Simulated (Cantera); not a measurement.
Input (Python, Cantera):

```python
import numpy as np
import cantera as ct

surf = ct.Interface("diamond.yaml", "diamond_100")
gas, bulk = surf.adjacent["gas"], surf.adjacent["diamond"]
k = surf.kinetics_species_index(bulk.species_names[0])
cover = ["c6HH", "c6H*", "c6*H", "c6**", "c6HM", "c6B"]

rows, drift = [], 0.0
print(f"{'P':>10s}{'um/h':>11s}" + "".join(f"{s:>11s}" for s in cover))
for v in [460, 800, 1400, 2400, 4200, 7200, 12000, 22000]:
    T, P, xH, xCH3 = 1325, v, 0.00063, 2.6e-05
    gas.TPX = T, P, {"H": xH, "CH3": xCH3, "CH4": 0.017, "H2": 1 - xH - xCH3 - 0.017}
    surf.TP = bulk.TP = T, P
    surf.coverages = "c6H*:0.1, c6HH:0.9"
    surf.advance_coverages(100.0)
    before = surf.coverages
    surf.advance_coverages(100.0)
    drift = max(drift, np.max(np.abs(surf.coverages - before) / (surf.coverages + 1e-9)))
    rate = surf.net_production_rates[k] * bulk.mean_molecular_weight / bulk.density * 3.6e9
    rows.append([rate, *surf[cover].coverages])
    print(f"{v:10.4g}{rate:11.4e}" + "".join(f"{x:11.3e}" for x in rows[-1][1:]))
```

Result:

```
         P       um/h       c6HH       c6H*       c6*H       c6**       c6HM        c6B
       460 1.7564e-03  4.472e-01  4.700e-02  4.821e-01  2.362e-02  2.137e-06  4.766e-12
       800 4.6950e-03  4.476e-01  4.697e-02  4.818e-01  2.358e-02  3.838e-06  1.274e-11
      1400 1.1968e-02  4.478e-01  4.694e-02  4.816e-01  2.355e-02  6.989e-06  3.248e-11
      2400 2.7624e-02  4.479e-01  4.693e-02  4.814e-01  2.352e-02  1.248e-05  7.496e-11
      4200 6.1640e-02  4.480e-01  4.693e-02  4.813e-01  2.350e-02  2.268e-05  1.673e-10
      7200 1.2701e-01  4.480e-01  4.692e-02  4.813e-01  2.348e-02  3.996e-05  3.446e-10
   1.2e+04 2.4560e-01  4.480e-01  4.692e-02  4.812e-01  2.347e-02  6.769e-05  6.665e-10
   2.2e+04 5.3581e-01  4.480e-01  4.692e-02  4.811e-01  2.346e-02  1.248e-04  1.454e-09
```

Model: the Harris–Goodwin 1993 mechanism for the reconstructed diamond (100) surface, integrated in Cantera.
